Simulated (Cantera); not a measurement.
**Low-pressure radical oxidation in H2/O2**

An isothermal, constant-pressure homogeneous reactor starts with H2 : O2 : H2O = 0.02 : 1 : 0.0041 (molar parts), equivalence ratio 0.010, at 1225 K and 0.0133 bar.

Model: the H2/O2 subset of GRI-Mech 3.0, which has no nitrogen chemistry, integrated in Cantera. Radical loss at walls, strong at low pressure, is not modelled.

```json
[
 {"t (s)": "8.00e-6", "x H2": "0.0195", "x O2": "0.976", "x H": "2.01e-10", "x OH": "2.19e-11", "x HO2": "2.23e-10", "x H2O": "0.00400", "x H2O2": "<1e-12"},
 {"t (s)": "2.08e-5", "x H2": "0.0195", "x O2": "0.976", "x H": "4.53e-10", "x OH": "1.30e-10", "x HO2": "5.80e-10", "x H2O": "0.00400", "x H2O2": "<1e-12"},
 {"t (s)": "5.41e-5", "x H2": "0.0195", "x O2": "0.976", "x H": "8.80e-10", "x OH": "6.74e-10", "x HO2": "1.51e-9", "x H2O": "0.00400", "x H2O2": "<1e-12"},
 {"t (s)": "0.000141", "x H2": "0.0195", "x O2": "0.976", "x H": "1.62e-9", "x OH": "2.89e-9", "x HO2": "3.93e-9", "x H2O": "0.00400", "x H2O2": "<1e-12"},
 {"t (s)": "0.000366", "x H2": "0.0195", "x O2": "0.976", "x H": "4.50e-9", "x OH": "1.31e-8", "x HO2": "1.02e-8", "x H2O": "0.00400", "x H2O2": "3.67e-12"},
 {"t (s)": "0.000953", "x H2": "0.0195", "x O2": "0.976", "x H": "4.22e-8", "x OH": "1.45e-7", "x HO2": "2.71e-8", "x H2O": "0.00400", "x H2O2": "2.45e-11"},
 {"t (s)": "0.00248", "x H2": "0.0194", "x O2": "0.976", "x H": "1.09e-5", "x OH": "3.80e-5", "x HO2": "2.21e-7", "x H2O": "0.00407", "x H2O2": "2.61e-10"},
 {"t (s)": "0.00645", "x H2": "0.000362", "x O2": "0.960", "x H": "0.00177", "x OH": "0.00207", "x HO2": "1.82e-6", "x H2O": "0.0213", "x H2O2": "5.63e-8"},
 {"t (s)": "0.0168", "x H2": "0.000164", "x O2": "0.961", "x H": "0.00131", "x OH": "0.00166", "x HO2": "1.57e-6", "x H2O": "0.0219", "x H2O2": "4.02e-8"},
 {"t (s)": "0.0437", "x H2": "0.000127", "x O2": "0.965", "x H": "0.000879", "x OH": "0.00146", "x HO2": "1.42e-6", "x H2O": "0.0223", "x H2O2": "3.94e-8"},
 {"t (s)": "0.114", "x H2": "7.21e-5", "x O2": "0.970", "x H": "0.000369", "x OH": "0.00110", "x HO2": "1.11e-6", "x H2O": "0.0229", "x H2O2": "3.64e-8"},
 {"t (s)": "0.296", "x H2": "2.57e-5", "x O2": "0.974", "x H": "7.76e-5", "x OH": "0.000661", "x HO2": "6.61e-7", "x H2O": "0.0233", "x H2O2": "2.84e-8"},
 {"t (s)": "0.769", "x H2": "6.07e-6", "x O2": "0.976", "x H": "8.89e-6", "x OH": "0.000322", "x HO2": "2.75e-7", "x H2O": "0.0236", "x H2O2": "1.65e-8"},
 {"t (s)": "2.00", "x H2": "1.21e-6", "x O2": "0.976", "x H": "7.94e-7", "x OH": "0.000144", "x HO2": "8.54e-8", "x H2O": "0.0237", "x H2O2": "7.00e-9"}
]
```
x: mole fraction; the columns are a selection and need not sum to one.

Equilibrium at this temperature and pressure: H2 4.43e-9, O2 0.976, H 1.81e-10, OH 8.82e-6, HO2 9.23e-9, H2O 0.0238, H2O2 8.09e-11 (gas phase only).
